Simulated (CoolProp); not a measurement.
The fluid at 162.84 K and 0.243 MPa is throttled through a valve to 0.0175 MPa with no heat exchange. The same conditions are run with several fluids, on thermodynamics alone (safety and materials aside).

Model: reference Helmholtz-energy equation of state of each fluid (CF4 (R14): Platzer 1990; fluorine: de Reuck 1990; oxygen: Schmidt 1985; carbon monoxide: Lemmon 2006; nitrogen: Span 2000), in CoolProp. The equations of Platzer and Polt are older, rougher fits.

Question: Rank CF4 (R14), fluorine, oxygen, carbon monoxide, nitrogen by temperature change (K), highest first.

Answer: fluorine (-1.4), nitrogen (-1.5), carbon monoxide (-1.7), oxygen (-1.8), CF4 (R14) (-5.4)

```json
[
 {"fluid": "CF4 (R14)", "final density (kg/m³)": "1.18"},
 {"fluid": "fluorine", "final density (kg/m³)": "0.496"},
 {"fluid": "oxygen", "final density (kg/m³)": "0.419"},
 {"fluid": "carbon monoxide", "final density (kg/m³)": "0.366"},
 {"fluid": "nitrogen", "final density (kg/m³)": "0.366"}
]
```
